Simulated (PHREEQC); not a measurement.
Model water analysis in mg/L, 25 °C, pH 3.37, pe 12.2: Na 351; K 8.72; Ca 547; Mg 263; Cl 522; S(6) as SO4 2480; F 1.07.

Valence states are taken as typed.

Computed with PHREEQC (ion-association model, phreeqc.dat).

Q: The ionic strength comes out as 0.0801 mol/kgw. What activity coefficients do SO4-2, Mg+2, MgF+, Na+, Ca+2 get?

A: SO4-2 0.40, Mg+2 0.43, MgF+ 0.79, Na+ 0.80, Ca+2 0.42.

This is a speciation only: nothing precipitates in the calculation. Complexes and solids missing from the database can't appear.
